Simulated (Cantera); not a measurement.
Feed: 1 mol Zr, 0.011 mol H₂O, 36 mol H₂, held at 2225 K and 120 Torr.

Equilibrium computed with Cantera from the NASA thermochemical tables; the gas is ideal and each condensed phase is pure. Candidate condensed phases: H₂O, Zr, ZrO₂; 12 gas species. Mutual solubility and eutectic melting of coexisting phases are not modelled. Condensed phases not in the tables: N, O or C dissolved in the metal. The numbers say what is thermodynamically allowed, not how fast it happens.

Problem. What is the equilibrium state?

Solution. 
```
Property                  Result
-------------------  -----------
x(H₂)                      0.984
x(H)                      0.0161
x(ZrO)                   1.30e-5
x(H₂O)                   6.24e-6
n(Zr(l))               0.994 mol
n(ZrO₂(tetragonal))  0.00515 mol
gas amount             36.30 mol
```
